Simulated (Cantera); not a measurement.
# Pyrogenic steam for wet oxidation

An isothermal, constant-pressure homogeneous reactor starts with H2 : O2 : N2 = 0.88 : 1 : 0.67 (molar parts), at 1050 K and 93000 Pa.

Cantera simulation using the H2/O2 subset of GRI-Mech 3.0, which has no nitrogen chemistry; the numbers are that mechanism's predictions, not measurements. The temperature is held fixed by assumption; the heat of reaction is taken as removed at once.

| t (s) | x H2 | x O2 | x HO2 | x H2O2 | x OH |
|---|---|---|---|---|---|
| 4.00e-5 | 0.345 | 0.392 | 1.04e-5 | 2.39e-8 | 1.03e-6 |
| 0.000123 | 0.100 | 0.302 | 0.000515 | 0.000124 | 0.000133 |
| 0.000378 | 0.0966 | 0.301 | 0.000192 | 0.000417 | 1.56e-6 |
| 0.00116 | 0.0941 | 0.300 | 0.000216 | 0.000626 | 2.37e-6 |
| 0.00357 | 0.0823 | 0.295 | 0.000250 | 0.00100 | 3.95e-6 |
| 0.0110 | 0.0491 | 0.283 | 0.000210 | 0.000801 | 4.12e-6 |
| 0.0337 | 0.0127 | 0.270 | 9.97e-5 | 0.000201 | 2.97e-6 |
| 0.103 | 0.00159 | 0.266 | 2.16e-5 | 1.01e-5 | 1.07e-6 |
| 0.318 | 0.000244 | 0.265 | 4.35e-6 | 4.33e-7 | 3.15e-7 |
| 0.976 | 3.50e-5 | 0.265 | 8.85e-7 | 2.19e-8 | 1.31e-7 |
| 3.00 | 1.01e-6 | 0.265 | 6.08e-8 | 4.63e-10 | 1.29e-7 |
x: mole fraction; the columns are a selection and need not sum to one.

Equilibrium at this temperature and pressure: H2 3.06e-10, O2 0.265, HO2 4.77e-9, H2O2 1.07e-9, OH 6.45e-7 (gas phase only).
